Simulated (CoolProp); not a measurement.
Model: reference Helmholtz-energy equation of state, Lemmon 2005, in CoolProp.

**Question.** For R125, give the phase and the cp (kJ/(kg K)), speed of sound (m/s), conductivity (mW/(m K)) at 290.5 K and 50.1 kPa; 297.9 K and 3870 kPa; 227.8 K and 2590 kPa.

**Answer.** 
- 290.5 K and 50.1 kPa: gas; cp 0.780, speed of sound 148, conductivity 13.4
- 297.9 K and 3870 kPa: liquid; cp 1.33, speed of sound 372, conductivity 62.4
- 227.8 K and 2590 kPa: liquid; cp 1.11, speed of sound 679, conductivity 91.4

Thermal conductivity comes from a separate model (Perkins 2006).
